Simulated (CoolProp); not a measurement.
R236FA at 297.72 K and 0.548 MPa is throttled through a valve to 0.283 MPa with no heat exchange. Each further row changes one setting.

Computed with CoolProp (reference Helmholtz-energy equation of state, Pan 2012).

```tsv
case	temperature change (K)	final phase	final density (kg/m³)
as stated	+0.0	liquid	1360
outlet pressure 0.0849 MPa	(withheld)	(withheld)	(withheld)
outlet pressure 0.368 MPa	+0.0	liquid	1360
```

Q: Some entries are withheld; supply them.

A: 
- outlet pressure 0.0849 MPa, temperature change (K): -30.2
- outlet pressure 0.0849 MPa, final phase: two-phase, vapour fraction 0.227
- outlet pressure 0.0849 MPa, final density (kg/m³): 26.3
